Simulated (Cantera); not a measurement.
Charge: 1 mol SiHCl3, 540 mol H2, held at 0.800 bar.

Cantera equilibrium calculation (NASA polynomials, part measured and part estimated; ideal gas, pure solids and liquids). Candidate condensed phases: Si; 19 gas species. The tables' values for SiCl3 are old estimates; treat these amounts as uncertain. Gases not in the tables: Si2H6 and higher silanes. The numbers say what is thermodynamically allowed, not how fast it happens.

x: gas mole fraction; n: condensed amount in mol.

| T (K) | x H2 | x HCl | x SiHCl3 | x H | x SiCl4 | x SiH2Cl2 | x SiCl2 | n Si(s) | n Si(l) |
|---|---|---|---|---|---|---|---|---|---|
| 1050 | 0.996 | 0.00361 | 0.000364 | 9.05e-9 | 0.000127 | 0.000119 | 2.44e-5 | 0.644 | 0 |
| 1150 | 0.995 | (withheld) | (withheld) | (withheld) | (withheld) | (withheld) | (withheld) | (withheld) | 0 |
| 1250 | 0.995 | 0.00525 | (withheld) | (withheld) | (withheld) | (withheld) | (withheld) | 0.931 | 0 |
| 1350 | 0.995 | 0.00533 | 5.23e-6 | 2.66e-6 | 4.89e-7 | 8.15e-6 | 8.03e-5 | 0.945 | 0 |
| 1450 | 0.995 | 0.00534 | 1.44e-6 | 1.05e-5 | 8.95e-8 | 3.57e-6 | 8.84e-5 | 0.946 | 0 |
| 1550 | 0.995 | 0.00533 | 4.64e-7 | 3.51e-5 | 2.03e-8 | 1.74e-6 | 9.54e-5 | 0.944 | 0 |
| 1650 | 0.994 | 0.00533 | 1.72e-7 | 0.000101 | 5.49e-9 | 9.21e-7 | 0.000101 | 0.937 | 0 |
| 1750 | 0.994 | 0.00534 | 6.40e-8 | 0.000259 | 1.56e-9 | 4.69e-7 | 9.52e-5 | 0 | 0.933 |

Problem. Complete the blanks.

Solution. 
- 1150, x HCl: 0.00486
- 1150, x SiHCl3: 0.000106
- 1150, x H: 8.32e-8
- 1150, x SiCl4: 2.56e-5
- 1150, x SiH2Cl2: 5.55e-5
- 1150, x SiCl2: 5.22e-5
- 1150, n Si(s): 0.860
- 1250, x SiHCl3: 2.27e-5
- 1250, x H: 5.39e-7
- 1250, x SiCl4: 3.36e-6
- 1250, x SiH2Cl2: 2.08e-5
- 1250, x SiCl2: 6.97e-5
